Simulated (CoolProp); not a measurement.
Properties of R407C at several states (Tc = 359.3 K, pc = 4.632 MPa, ω = 0.363).

The numbers come from the reference Helmholtz-energy equation of state, Lemmon 2003 in CoolProp. It is a pseudo-pure fit of the blend.

| T (K) | p (MPa) | phase | cv (kJ/(kg K)) | speed of sound (m/s) | Prandtl number | fugacity coefficient |
|---|---|---|---|---|---|---|
| 441.3 | 5.17 | supercritical | 1.013 | (withheld) | (withheld) | (withheld) |
| 430 | 4.8 | supercritical | 1.001 | (withheld) | (withheld) | 0.8160 |
| 465.4 | 0.0247 | gas | (withheld) | (withheld) | (withheld) | 0.9993 |

Problem. What belongs in the gaps?

Solution. 
- 441.3, speed of sound (m/s): 186.6
- 441.3, Prandtl number: 0.983
- 441.3, fugacity coefficient: 0.8214
- 430, speed of sound (m/s): 182.5
- 430, Prandtl number: 0.987
- 465.4, cv (kJ/(kg K)): 0.9830
- 465.4, speed of sound (m/s): 221.9
- 465.4, Prandtl number: 0.802

Viscosity comes from a separate model (Geller 2000). Thermal conductivity comes from a separate model (Geller 2001).
